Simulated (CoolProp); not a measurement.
The fluid at 293.15 K and 14.2 MPa is throttled through a valve to 3.51 MPa with no heat exchange. The same conditions are run with several fluids, on thermodynamics alone (safety and materials aside).

Computed with CoolProp (reference Helmholtz-energy equation of state of each fluid (hydrogen chloride: Thol 2018; water: Wagner 2002; hexamethyldisiloxane (MM): Thol 2016; vinyl chloride: Thol 2022; o-xylene: Zhou 2012)).

| fluid | temperature change (K) | final phase | final density (kg/m³) |
|---|---|---|---|
| hydrogen chloride | -7.9 | two-phase, vapour fraction 0.039 | 627 |
| water | +2.4 | liquid | ___ |
| hexamethyldisiloxane (MM) | +4.6 | liquid | ___ |
| vinyl chloride | +3.5 | liquid | 909 |
| o-xylene | ___ | liquid | 878 |

### Question
Some entries are withheld; supply them.

### Answer

- water, final density (kg/m³): 999
- hexamethyldisiloxane (MM), final density (kg/m³): 765
- o-xylene, temperature change (K): +5.0
